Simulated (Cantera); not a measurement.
**Thermodynamics of nitride etching, feed AlN + H2**

Feed: 1 mol AlN, 390 mol H2.

These are equilibrium values from Cantera (NASA tables, ideal gas, pure condensed phases), not measurements of a reactor. Candidate condensed phases: Al, AlN; 13 gas species. The numbers say what is thermodynamically allowed, not how fast it happens.

Stable condensed phases:

```
T in °C \ P in Pa
              1    3.6     13     46    170    600   2200   7700  28000 100000
   1402       A      A      A      A      A      B      B      B      B      B
   1302       A      A      A      B      B      B      B      B      B      B
   1202       A      A      B      B      B      B      B      B      B      B
   1102       B      B      B      B      B      B      B      B      B      B
   1002       B      B      B      B      B      B      B      B      B      B
    902       B      B      B      B      B      B      B      B      B      B
    802       B      B      B      B      B      B      B      B      B      B
    702       B      B      B      B      B      B      B      B      B      B
    602       B      B      B      B      B      B      B      B      B      B
```

A: gas only; B: AlN.
